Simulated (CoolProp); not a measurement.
Computed with CoolProp (reference Helmholtz-energy equation of state, de Reuck 1990).

Task: For fluorine, give the phase and the Z, speed of sound (m/s), fugacity coefficient at 132.8 K and 6.85 MPa; 188.5 K and 6.85 MPa.

Result: 
- 132.8 K and 6.85 MPa: liquid; Z 0.212, speed of sound 442, fugacity coefficient 0.384
- 188.5 K and 6.85 MPa: supercritical; Z 0.806, speed of sound 226, fugacity coefficient 0.826
